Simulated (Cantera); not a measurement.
A closed system holds: 1 mol C2F6, 0.68 mol F2, 1.8 mol H2, at 2325 K and 10.0 mbar.

Method: chemical equilibrium by Gibbs-energy minimisation in Cantera with the NASA 1993 tables (ideal gas, pure condensed phases). Candidate condensed phases: C, C6H6, C7H8, C8H18; 95 gas species. The feed counts by its element totals alone. Gases not in the tables: C2F6 and larger saturated fluorocarbons. Kinetics and transport are ignored.

Base state: HF 0.606, F 0.198, CF2 0.166, CF4 0.0222, CF 0.00362, CF3 0.00347, H 4.74e-5 (mole fractions); condensed: C(graphite).

Problem. What changes in the equilibrium state with this change: temperature from 2325 K to 1673.15 K?

Solution. 
| species | before | after |
|---|---|---|
| HF | 0.606 | 0.792 |
| CF4 | 0.0222 | 0.205 |
| CF2 | 0.166 | 0.00196 |
| F | 0.198 | 0.000581 |
| CF | 0.00362 | 3.85e-7 |
| H | 4.74e-5 | 1.49e-7 |
| C(graphite), mol | 0.839 | 1.06 |

Problem. What changes in the equilibrium state with this change: temperature from 2325 K to 1473.15 K?

Solution. 
```
species            before     after
----------------  -------  --------
HF                  0.606     0.793
CF4                0.0222     0.207
CF2                 0.166  0.000129
F                   0.198   2.65e-5
CF                0.00362   3.41e-9
H                 4.74e-5   1.08e-8
CF3               0.00347   2.18e-5
C(graphite), mol    0.839      1.06
```

Problem. What changes in the equilibrium state with this change: F2 from 0.68 to 0.091 mol?

Solution. 
```
species            before    after
----------------  -------  -------
HF                  0.606    0.681
F                   0.198    0.173
CF2                 0.166    0.127
CF4                0.0222   0.0129
CF3               0.00347  0.00231
H                 4.74e-5  6.10e-5
CF                0.00362  0.00316
C(graphite), mol    0.839     1.23
```
